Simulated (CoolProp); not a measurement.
The fluid at 321.22 K and 5.88 MPa (supercritical) is heated at constant pressure to 441.3 K. The same conditions are run with several fluids, on thermodynamics alone (safety and materials aside).

The numbers come from the reference Helmholtz-energy equation of state of each fluid (methane: Setzmann 1991; dry air: Lemmon 2000; carbon monoxide: Lemmon 2006; normal hydrogen: Leachman 2009) in CoolProp. Blends and air are pseudo-pure fits.

```
fluid            heat (kJ/kg)  final density (kg/m³)
---------------  ------------  ---------------------
methane                   ___                    ___
dry air                   ___                    ___
carbon monoxide           ___                    ___
normal hydrogen           ___                   3.15
```

**Question.** Complete the blanks.

**Answer.** 
- methane, heat (kJ/kg): 321
- methane, final density (kg/m³): 26.0
- dry air, heat (kJ/kg): 128
- dry air, final density (kg/m³): 45.6
- carbon monoxide, heat (kJ/kg): 133
- carbon monoxide, final density (kg/m³): 43.9
- normal hydrogen, heat (kJ/kg): 1750
